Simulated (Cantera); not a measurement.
A closed system holds: 1 mol C2H4, 0.29 mol CO2, 3.6 mol N2, at 1330 Pa.

Equilibrium computed with Cantera from the NASA thermochemical tables; the gas is ideal and each condensed phase is pure. Candidate condensed phases: C, C6H6, C7H8, C8H18, H2O; 136 gas species. Rates play no part. All values below are at 1000 K.

Base state: N2 0.583, H2 0.323, CO 0.0936, H2O 0.000159, CH4 0.000133, CO2 6.63e-5 (mole fractions); condensed: C(graphite).

Problem. What changes in the equilibrium state with this change: pressure from 1330 Pa to 380000 Pa?

Solution. 
```
species             before     after
----------------  --------  --------
N2                   0.583     0.616
H2                   0.323     0.266
CO                  0.0936    0.0599
CH4               0.000133    0.0258
H2O               0.000159    0.0240
NH3                1.09e-6  0.000239
CO2                6.63e-5   0.00772
C(graphite), mol      1.71      1.74
```
